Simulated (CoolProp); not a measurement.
Vapour-liquid equilibrium of R134a (1) + n-butane (2) at 0.45 MPa; x and y are mole fractions of (1).

Computed with CoolProp (multi-fluid Helmholtz-energy mixture model, Tillner-Roth 1994 and Bücker 2006; pair parameters Bell 2016).

Give the bubble temperature and the first vapour's composition at x = 0.35, 0.5, 0.8. Is there an azeotrope?

x = 0.35: 285.5 K, y = 0.688; x = 0.5: 284.1 K, y = 0.716; x = 0.8: 283.1 K, y = 0.793. y crosses x between x = 0.65 and 0.8: the model has an azeotrope there.

Pair parameters are fitted to limited data, so mixtures are less certain than the pure fluids. With so large a gap from Raoult's law the liquid may split in two, which this calculation doesn't test in full.
